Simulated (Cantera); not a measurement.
Cantera run:

```python
import numpy as np
import cantera as ct

gas_names = """
    CL CL2 H HCL H2 Si SiCL SiCL2 SiCL3 SiCL4 SiH SiHCL3 SiH2 SiH2CL2 SiH3 SiH3CL SiH4 Si2 Si3
""".split()
cond_names = """
    Si(cr) Si(L)
""".split()


# ... load() reads the species with a 1 bar reference pressure and builds the phases ...
atoms = {
    'SiCl4': {'Si': 1, 'CL': 4},
    'H2': {'H': 2},
}
top_T = {}  # K; cautious upper limits of use, not melting points


# ... equilibrate(T, P, feed) seeds the gas with the atoms and calls Mixture.equilibrate('TP', solver="vcs", rtol=1e-11, max_steps=5000) ...
results = []
feed = {'SiCl4': 1, 'H2': 4.8}  # mol
P = 100000  # Pa
for T in [725, 825, 925, 1025, 1125, 1225, 1325]:
    mix = equilibrate(T, P, feed)
    results.append((T, P, feed, dict(zip(mix.species_names, mix.species_moles))))

top = {s: max(r[3][s] / sum(r[3][g] for g in gas_names) for r in results) for s in gas_names}
cols = sorted((s for s in top if top[s] > 1e-06), key=lambda s: -top[s])[:6]
seen = [c for c in cond_names if any(r[3].get(c, 0) > 1e-12 for r in results)]
print("log10 of partial pressures in bar; condensed amounts in mol")
print(f"{'T/K':>10s}" + "".join(f"{s[:9]:>10s}" for s in cols + seen))
for T, P, feed, n in results:
    ng = sum(n[g] for g in gas_names)
    print(f"{T:10.4g}" + "".join(f"{np.log10(max(n[s] / ng * P / 1e5, 1e-99)):10.3f}" for s in cols)
          + "".join(f"{n.get(c, 0):10.4g}" for c in seen))
```

Output:

```
log10 of partial pressures in bar; condensed amounts in mol
       T/K        H2     SiCL4       HCL    SiHCL3     SiCL2     SiCL3
       725    -0.086    -0.780    -2.187    -2.189    -8.896    -6.032
       825    -0.089    -0.797    -1.894    -1.900    -6.863    -4.802
       925    -0.094    -0.820    -1.669    -1.684    -5.281    -3.850
      1025    -0.099    -0.851    -1.491    -1.525    -4.027    -3.099
      1125    -0.107    -0.891    -1.339    -1.419    -3.031    -2.506
      1225    -0.117    -0.946    -1.187    -1.382    -2.277    -2.061
      1325    -0.132    -1.030    -1.025    -1.428    -1.753    -1.759
```

Method: chemical equilibrium by Gibbs-energy minimisation in Cantera with the NASA 1993 tables (ideal gas, pure condensed phases). The tables' values for SiCl3 are old estimates; treat these amounts as uncertain.
